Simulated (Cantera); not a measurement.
A freely propagating, adiabatic, planar premixed flame of 23.2 % CO, 4.41 % H₂, 3.01 % CH₄, 16.5 % O₂, 48.7 % N₂, 4.17 % CO₂, unburnt at 575 K and 0.523 atm; mixture-averaged transport, grid criteria slope 0.08 and curve 0.16, no radiation.

Cantera simulation using GRI-Mech 3.0 (53 species, 325 reactions); the numbers are that mechanism's predictions, not measurements. Burning velocities carry a grid error of a few per cent, more on coarse grids.

x: mole fraction of selected species; z is measured from the peak of heat release.

```csv
z (mm),T (K),u (m/s),x CO,x H₂,x CH₄,x HO₂,x CH₃,x C₂H₄
-2.04,575,2.73,0.232,0.0440,0.0301,<1e-8,<1e-8,<1e-8
-1.36,575,2.73,0.232,0.0440,0.0301,3.65e-8,<1e-8,<1e-8
-1.02,575,2.73,0.232,0.0439,0.0301,5.58e-7,1.26e-8,<1e-8
-0.681,576,2.73,0.232,0.0435,0.0302,2.13e-5,5.38e-7,<1e-8
-0.340,647,3.06,0.231,0.0405,0.0296,0.000172,2.53e-5,4.97e-7
-0.170,896,4.24,0.226,0.0360,0.0246,9.72e-5,0.000127,6.18e-6
0,?,6.35,0.218,?,?,?,?,?
0.170,1564,7.36,0.193,0.0159,0.000299,1.77e-5,3.67e-5,2.03e-7
0.340,1654,7.71,0.169,0.0126,5.56e-6,1.07e-5,8.75e-7,<1e-8
0.681,1763,8.10,0.144,0.0131,<1e-8,7.20e-6,<1e-8,<1e-8
1.36,1883,8.56,0.134,0.0134,<1e-8,?,<1e-8,<1e-8
2.72,2014,9.07,0.131,0.0123,<1e-8,3.84e-6,<1e-8,<1e-8
5.45,2151,9.59,0.124,0.0108,<1e-8,2.62e-6,<1e-8,<1e-8
```

### Question
Complete the blanks.

### Answer

- 0, T (K): 1340
- 0, x H₂: 0.0272
- 0, x CH₄: 0.00719
- 0, x HO₂: 6.77e-5
- 0, x CH₃: 0.000455
- 0, x C₂H₄: 1.15e-5
- 1.36, x HO₂: 5.28e-6
